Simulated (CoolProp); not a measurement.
A single-stage vapour-compression cycle with CH3F (R41): evaporating at 193.15 K (dew point), condensing at 218.15 K (bubble point), superheat 5 K, subcooling 0 K, compressor efficiency 0.7, no pressure losses. Each further row changes one setting.

Model: reference Helmholtz-energy equation of state, Lemmon 2006, in CoolProp. It is a short technical equation, of lower accuracy than the large ones.

| case | cooling COP | pressure ratio | discharge temperature (K) | refrigerating effect (kJ/kg) | volumetric capacity (kJ/m³) |
|---|---|---|---|---|---|
| as stated | 4.68 | 3.41 | 289.3 | 443 | 878 |
| evaporating temperature 198.15 K | … | 2.60 | … | 447 | … |
| condensing temperature 213.15 K | … | … | … | 454 | 900 |
| subcooling 5 K | 4.79 | 3.41 | 289.3 | 454 | 899 |
| superheat 15 K | 4.54 | 3.41 | 303.9 | 455 | 852 |
| compressor efficiency 0.6 | … | 3.41 | … | 443 | 878 |

Complete the blanks.


- evaporating temperature 198.15 K, cooling COP: 6.16
- evaporating temperature 198.15 K, discharge temperature (K): 273.0
- evaporating temperature 198.15 K, volumetric capacity (kJ/m³): 1140
- condensing temperature 213.15 K, cooling COP: 6.00
- condensing temperature 213.15 K, pressure ratio: 2.74
- condensing temperature 213.15 K, discharge temperature (K): 271.2
- compressor efficiency 0.6, cooling COP: 4.01
- compressor efficiency 0.6, discharge temperature (K): 302.9
